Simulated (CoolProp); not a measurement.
Model: reference Helmholtz-energy equation of state, Akasaka 2019, in CoolProp.

Q: For R1234ze(Z), give the phase and the Z, speed of sound (m/s), Joule-Thomson coefficient (K/MPa), expansivity (1/kK) at 440 K and 0.449 MPa; 440 K and 2.33 MPa.

A: 
- 440 K and 0.449 MPa: gas; Z 0.957, speed of sound 179, Joule-Thomson coefficient 10.4, expansivity 2.65
- 440 K and 2.33 MPa: gas; Z 0.750, speed of sound 147, Joule-Thomson coefficient 12.3, expansivity 5.84
